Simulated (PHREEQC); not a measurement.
Solution (25 °C): 0.26 mol/kgw NH4HCO3 and 1.4 mol/kgw NH4Br. Closed to the air; pH follows from the charge balance.

The numbers come from PHREEQC with the ion-association model, wateq4f.dat.

No solid was allowed to form.

Predict the pH, ionic strength.

pH 7.22; ionic strength 1.65 mol/kgw.

In which forms is C present?

HCO3- 94 %, CO2 5.8 % of the C.

Caution: at this ionic strength the ion-association model is outside its range; a Pitzer model would be the better tool where its parameters exist. Carbamate, which ammonia and carbonate form, is missing from the database.
